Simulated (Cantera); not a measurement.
A perfectly stirred reactor is fed with H2 : O2 = 0.042 : 1 (molar parts), equivalence ratio 0.021, at 4.28 Torr; it is held at 1250 K, and followed from long to short residence time.

Computed with Cantera and GRI-Mech 3.0 (53 species, 325 reactions). Radical loss at walls, strong at low pressure, is not modelled. The temperature is held fixed by assumption; the heat of reaction is taken as removed at once.

What does this change do: H2 0.042 to 0.0051 parts?


| quantity | before | after |
|---|---|---|
| x(H2) at τ = 0.720 s | 0.000316 | 4.40e-5 |
| x(O2) at τ = 0.720 s | 0.946 | 0.991 |
| x(HO2) at τ = 0.720 s | 8.10e-7 | 1.59e-7 |
| x(H2O) at τ = 0.720 s | 0.0388 | 0.00476 |
| x(OH) at τ = 0.720 s | 0.00220 | 0.000459 |
| x(H2) at τ = 66.0 ms | 0.000971 | 0.000301 |
| x(O2) at τ = 66.0 ms | 0.932 | 0.990 |
| x(HO2) at τ = 66.0 ms | 1.07e-6 | 2.27e-7 |
| x(H2O) at τ = 66.0 ms | 0.0357 | 0.00436 |
| x(OH) at τ = 66.0 ms | 0.00336 | 0.000695 |

What does this change do: O2 1 to 2.3 parts?


```tsv
quantity	before	after
x(H2) at τ = 0.720 s	0.000316	0.000125
x(O2) at τ = 0.720 s	0.946	0.973
x(HO2) at τ = 0.720 s	8.10e-7	4.34e-7
x(H2O) at τ = 0.720 s	0.0388	0.0170
x(OH) at τ = 0.720 s	0.00220	0.00125
x(H2) at τ = 66.0 ms	0.000971	0.000493
x(O2) at τ = 66.0 ms	0.932	0.968
x(HO2) at τ = 66.0 ms	1.07e-6	5.82e-7
x(H2O) at τ = 66.0 ms	0.0357	0.0160
x(OH) at τ = 66.0 ms	0.00336	0.00182
```
